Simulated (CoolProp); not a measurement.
Vapour-liquid equilibrium of R152A (1) + n-butane (2) at 67.35 °C; x and y are mole fractions of (1).

Computed with CoolProp (multi-fluid Helmholtz-energy mixture model, Outcalt 1996 and Bücker 2006; pair parameters Bell 2016).

| x | bubble pressure, mixture model (bar) | bubble pressure, Raoult's law (bar) | y, mixture model | y, Raoult's law |
|---|---|---|---|---|
| 0.05 | 9.318 | 8.117 | 0.189 | 0.110 |
| 0.15 | 11.91 | 9.134 | 0.386 | 0.292 |
| 0.25 | 13.72 | 10.15 | 0.491 | 0.438 |
| 0.35 | 15.03 | 11.17 | 0.561 | 0.557 |
| 0.45 | 16.04 | 12.18 | 0.618 | 0.657 |
| 0.55 | 16.83 | 13.20 | 0.670 | 0.741 |
| 0.65 | 17.45 | 14.22 | 0.724 | 0.813 |
| 0.75 | 17.89 | 15.23 | 0.783 | 0.875 |
| 0.85 | 18.11 | 16.25 | 0.854 | 0.930 |
| 0.95 | 18.00 | 17.27 | 0.944 | 0.978 |

The largest gap from Raoult's law is +35.2 % in bubble pressure, at x = 0.25. y crosses x between x = 0.85 and 0.95: the model has an azeotrope there.

The pair parameters rest on a limited set of measurements; away from them the model extrapolates.
